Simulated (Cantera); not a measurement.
# Silicon nitride deposition: SiH4 + NH3 + H2

Charge: 1 mol SiH4, 1.8 mol NH3, 1.3 mol H2, at 16.0 mbar.

Method: chemical equilibrium by Gibbs-energy minimisation in Cantera with the NASA 1993 tables (ideal gas, pure condensed phases). Candidate condensed phases: Si, Si3N4; 18 gas species. Mutual solubility and eutectic melting of coexisting phases are not modelled. Gases not in the tables: Si2H6 and higher silanes. Equilibrium is a limit: real reactors are often held back by kinetics, nucleation or transport.

```json
[
 {"T (K)": "848", "x H2": "0.963", "x N2": "0.0374", "x H": "1.48e-10", "x Si": "<1e-12", "x SiH2": "<1e-12", "n Si3N4(s)": "0.333", "n Si(s)": "0", "n Si(l)": "0"},
 {"T (K)": "948", "x H2": "0.963", "x N2": "0.0374", "x H": "4.07e-9", "x Si": "<1e-12", "x SiH2": "<1e-12", "n Si3N4(s)": "0.333", "n Si(s)": "0", "n Si(l)": "0"},
 {"T (K)": "1048", "x H2": "0.963", "x N2": "0.0374", "x H": "5.99e-8", "x Si": "<1e-12", "x SiH2": "<1e-12", "n Si3N4(s)": "0.333", "n Si(s)": "0", "n Si(l)": "0"},
 {"T (K)": "1148", "x H2": "0.963", "x N2": "0.0374", "x H": "5.56e-7", "x Si": "<1e-12", "x SiH2": "1.63e-12", "n Si3N4(s)": "0.333", "n Si(s)": "0", "n Si(l)": "0"},
 {"T (K)": "1248", "x H2": "0.963", "x N2": "0.0374", "x H": "3.62e-6", "x Si": "1.65e-12", "x SiH2": "9.89e-11", "n Si3N4(s)": "0.333", "n Si(s)": "0", "n Si(l)": "0"},
 {"T (K)": "1348", "x H2": "0.963", "x N2": "0.0374", "x H": "1.79e-5", "x Si": "2.34e-10", "x SiH2": "3.25e-9", "n Si3N4(s)": "0.333", "n Si(s)": "0", "n Si(l)": "0"},
 {"T (K)": "1448", "x H2": "0.962", "x N2": "0.0374", "x H": "7.15e-5", "x Si": "1.66e-8", "x SiH2": "6.55e-8", "n Si3N4(s)": "0.333", "n Si(s)": "0", "n Si(l)": "0"},
 {"T (K)": "1548", "x H2": "0.962", "x N2": "0.0374", "x H": "0.000239", "x Si": "6.74e-7", "x SiH2": "8.90e-7", "n Si3N4(s)": "0.333", "n Si(s)": "0", "n Si(l)": "0"},
 {"T (K)": "1648", "x H2": "0.958", "x N2": "0.0417", "x H": "0.000689", "x Si": "1.61e-5", "x SiH2": "8.12e-6", "n Si3N4(s)": "0.319", "n Si(s)": "0.0418", "n Si(l)": "0"},
 {"T (K)": "1748", "x H2": "0.868", "x N2": "0.130", "x H": "0.00168", "x Si": "9.10e-5", "x SiH2": "1.78e-5", "n Si3N4(s)": "0", "n Si(s)": "0", "n Si(l)": "0.999"}
]
```
x: gas mole fraction; n: condensed amount in mol.

From 848 K to 1548 K the condensed part is Si3N4(s). At 1648 K the condensed part is Si(s) + Si3N4(s). At 1748 K the condensed part is Si(l).
